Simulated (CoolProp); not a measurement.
Computed with CoolProp (reference Helmholtz-energy equation of state, Tillner-Roth 1997).

Question: For CH2F2 (R32), give the phase and the cv (kJ/(kg K)), speed of sound (m/s), viscosity (µPa s) at 96.35 °C and 6.2 MPa.

Answer: 
- 96.35 °C and 6.2 MPa: supercritical; cv 1.07, speed of sound 196, viscosity 20.3

Viscosity comes from a separate model (Bell 2016), an estimate that may be off by 10 % or more.
